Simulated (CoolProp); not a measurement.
Model: reference Helmholtz-energy equation of state, Thol 2014, in CoolProp.

Give the vapour pressure (kPa), liquid cp (kJ/(kg K)), vapour Z of saturated diethyl ether at 451.8 K.


```tsv
T (K)	p (kPa)	liquid cp (kJ/(kg K))	vapour Z
451.8	2880	4.37	0.510
```
